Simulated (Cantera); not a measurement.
An adiabatic, constant-volume homogeneous reactor starts with CO : H2 : O2 : N2 : CO2 = 1 : 0.95 : 2.07 : 7.8 : 0.95 (molar parts), equivalence ratio 0.47, at 975 K and 760 Torr. Integrator tolerance rtol = 1e-08.

Detailed kinetics in Cantera: GRI-Mech 3.0 (53 species, 325 reactions).

### Question
What does this change do: pressure from 760 Torr to 3750 Torr?

### Answer
| quantity | before | after |
|---|---|---|
| time of steepest temperature rise | 0.937 ms | 15.5 ms |
| temperature at 9.00 s | 2258 K | 2278 K |
| equilibrium temperature | 2258 K | 2278 K |
| x(CO) at 9.00 s | 0.00328 (gas-phase equilibrium 0.00328) | 0.00170 (gas-phase equilibrium 0.00170) |
| x(H2) at 9.00 s | 0.000290 (gas-phase equilibrium 0.000290) | 0.000149 (gas-phase equilibrium 0.000149) |
| x(O2) at 9.00 s | 0.0888 (gas-phase equilibrium 0.0888) | 0.0883 (gas-phase equilibrium 0.0883) |
| x(O) at 9.00 s | 0.000785 (gas-phase equilibrium 0.000785) | 0.000397 (gas-phase equilibrium 0.000397) |
| x(N2O) at 9.00 s | 6.37e-7 (gas-phase equilibrium 6.37e-7) | 1.48e-6 (gas-phase equilibrium 1.48e-6) |
| x(H2O2) at 9.00 s | 1.36e-7 (gas-phase equilibrium 1.36e-7) | 3.23e-7 (gas-phase equilibrium 3.23e-7) |
| x(H2O) at 9.00 s | 0.0781 (gas-phase equilibrium 0.0781) | 0.0789 (gas-phase equilibrium 0.0789) |
The hydrogen kinetics of GRI-Mech 3.0 are dated; newer H2 mechanisms differ, most at raised pressure.

### Question
What does this change do: initial temperature 975 to 1350 K?

### Answer
| quantity | before | after |
|---|---|---|
| time of steepest temperature rise | 0.937 ms | 34.0 µs |
| temperature at 9.00 s | 2258 K | 2461 K |
| equilibrium temperature | 2258 K | 2461 K |
| x(CO) at 9.00 s | 0.00328 (gas-phase equilibrium 0.00328) | 0.0117 (gas-phase equilibrium 0.0117) |
| x(H2) at 9.00 s | 0.000290 (gas-phase equilibrium 0.000290) | 0.000944 (gas-phase equilibrium 0.000944) |
| x(O2) at 9.00 s | 0.0888 (gas-phase equilibrium 0.0888) | 0.0887 (gas-phase equilibrium 0.0887) |
| x(O) at 9.00 s | 0.000785 (gas-phase equilibrium 0.000785) | 0.00272 (gas-phase equilibrium 0.00272) |
| x(N2O) at 9.00 s | 6.37e-7 (gas-phase equilibrium 6.37e-7) | 8.39e-7 (gas-phase equilibrium 8.39e-7) |
| x(H2O2) at 9.00 s | 1.36e-7 (gas-phase equilibrium 1.36e-7) | 1.89e-7 (gas-phase equilibrium 1.89e-7) |
| x(H2O) at 9.00 s | 0.0781 (gas-phase equilibrium 0.0781) | 0.0746 (gas-phase equilibrium 0.0746) |
